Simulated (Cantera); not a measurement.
A closed system holds: 1 mol SiH4, 5.7 mol NH3, held at 1673 K and 0.100 bar.

Method: chemical equilibrium by Gibbs-energy minimisation in Cantera with the NASA 1993 tables (ideal gas, pure condensed phases). Candidate condensed phases: Si, Si3N4; 18 gas species. Kinetics and transport are ignored.

Base state: H2 0.828, N2 0.171, H 0.000328 (mole fractions); condensed: Si3N4(s).

Question: What changes in the equilibrium state with this change: temperature from 1673 K to 1950 K?

Answer: 
| species | before | after |
|---|---|---|
| H2 | 0.828 | 0.784 |
| N2 | 0.171 | 0.212 |
| H | 0.000328 | 0.00321 |
| Si | 6.26e-7 | 0.000238 |
| Si2N | 1.47e-8 | 1.41e-5 |
| SiN | 5.44e-8 | 1.02e-5 |
| SiH | 3.05e-7 | 5.10e-5 |
| SiH2 | 1.37e-6 | 6.22e-5 |
| Si3N4(s), mol | 0.333 | 0 |
| Si(l), mol | 0 | 0.995 |
The tables' values for SiN are old estimates; treat these amounts as uncertain. Gases not in the tables: Si2H6 and higher silanes.

Question: What changes in the equilibrium state with this change: SiH4 replaced by Si2Cl6?

Answer: 
```csv
species,before,after
H2,0.828,0.493
HCl,0,0.257
N2,0.171,0.166
SiCl2,0,0.0736
SiCl3,0,0.00785
SiCl4,0,0.00174
SiHCl3,0,0.000601
"Si3N4(s), mol",0.333,0.282
```
The feed counts by its element totals alone. The tables' values for SiCl3, SiCl are old estimates; treat these amounts as uncertain. Further candidate phases: NH4Cl.
